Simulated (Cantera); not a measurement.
An adiabatic, constant-volume homogeneous reactor starts with 4.19 % CH4, 4.06 % CO, 17.9 % O2, 67.7 % N2, 6.10 % H2O, at 1375 K and 5.00 bar.

Cantera simulation using GRI-Mech 3.0 (53 species, 325 reactions); the numbers are that mechanism's predictions, not measurements.

Problem. Predict: time of steepest temperature rise; temperature at 0.300 s; equilibrium temperature; x(CO) at 0.300 s; x(O2) at 0.300 s; x(HO2) at 0.300 s; x(H) at 0.300 s.

Solution. 
| Quantity | Result |
|---|---|
| time of steepest temperature rise | 1.03 ms |
| temperature at 0.300 s | 2620 K |
| equilibrium temperature | 2620 K |
| x(CO) at 0.300 s | 0.00648 (gas-phase equilibrium 0.00648) |
| x(O2) at 0.300 s | 0.0691 (gas-phase equilibrium 0.0691) |
| x(HO2) at 0.300 s | 1.72e-5 (gas-phase equilibrium 1.72e-5) |
| x(H) at 0.300 s | 0.000578 (gas-phase equilibrium 0.000578) |
